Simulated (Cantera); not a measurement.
Feed: 1 mol SiHCl3, 25 mol N2, 0.22 mol H2, held at 43000 Pa.

Cantera equilibrium calculation (NASA polynomials, part measured and part estimated; ideal gas, pure solids and liquids). Candidate condensed phases: NH4Cl, Si, Si3N4; 28 gas species. The tables' values for SiCl3 are old estimates; treat these amounts as uncertain. The numbers say what is thermodynamically allowed, not how fast it happens. All values below are at 1427 °C.

Base state: N2 0.923, HCl 0.0400, SiCl2 0.0215, H2 0.00666, SiCl3 0.00556, SiCl4 0.00284, SiHCl3 9.12e-5, Cl 8.57e-5 (mole fractions); condensed: Si3N4(s).

Question: What changes in the equilibrium state with this change: pressure from 43000 Pa to 17000 Pa?

Answer: 
| species | before | after |
|---|---|---|
| N2 | 0.923 | 0.921 |
| HCl | 0.0400 | 0.0371 |
| SiCl2 | 0.0215 | 0.0286 |
| SiCl4 | 0.00284 | 0.00107 |
| SiHCl3 | 9.12e-5 | 4.46e-5 |
| H | 1.83e-5 | 3.19e-5 |
| SiCl3 | 0.00556 | 0.00395 |
| Si3N4(s), mol | 0.0643 | 0.0291 |
